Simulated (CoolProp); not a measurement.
Vapour-liquid equilibrium of carbon dioxide (1) + R22 (2) at 798 kPa; x and y are mole fractions of (1).

The numbers come from the multi-fluid Helmholtz-energy mixture model, Span 1996 and Kamei 1995; pair parameters Bell 2016 in CoolProp.

```
x     bubble temperature (°C)  y at the bubble point  dew temperature at overall composition x (°C)  liquid density (mol/L)
----  -----------------------  ---------------------  ---------------------------------------------  ----------------------
0.05                      9.5                  0.179                                           13.8                   14.69
0.2                      -6.1                  0.559                                            8.8                   16.23
0.35                    -18.3                  0.764                                            3.2                   17.79
0.5                     -27.6                  0.873                                           -3.2                   19.42
0.65                    -34.7                  0.934                                          -11.0                   21.15
0.8                     -40.3                  0.970                                          -21.1                   23.03
0.95                    -44.7                  0.994                                          -37.0                   25.14
```

No azeotrope shows between x = 0.05 and 0.95.

Pair parameters are fitted to limited data, so mixtures are less certain than the pure fluids.
